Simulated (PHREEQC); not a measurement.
Polishing slurry liquid

A solution holds 0.001 mol/kgw H2SO4, 0.011 mol/kgw K2SO4 and 0.011 mol/kgw CuSO4, at 25 °C. It is in equilibrium with CO2 at log p = -2 (atm). Otherwise closed; pH follows from the charge balance.

The numbers come from PHREEQC with the ion-association model, phreeqc.dat.

Each row changes one thing in this solution. Precipitation was switched off in this run.

```
case                            pH  ionic strength (mol/kgw)  K+ (mol/kgw)  SO4-2 (mol/kgw)  Cu+2 (mol/kgw)  CuSO4 (mol/kgw)
----------------------------  ----  ------------------------  ------------  ---------------  --------------  ---------------
as made                       3.01                    0.0583        0.0209           0.0166         0.00653          0.00447
temperature from 25 to 45 °C  3.10                    0.0567        0.0206           0.0160             ___          0.00461
diluted 10-fold with water    3.79                   0.00714           ___          0.00206        0.000908         0.000191
temperature from 25 to 50 °C  3.13                    0.0564        0.0206           0.0158         0.00637          0.00463
```

Q: Fill in the missing entries.

A: 
- temperature from 25 to 45 °C, Cu+2 (mol/kgw): 0.00639
- diluted 10-fold with water, K+ (mol/kgw): 0.00218

At this temperature some constants are extrapolated from 25 °C, and those without enthalpy data are left unchanged.
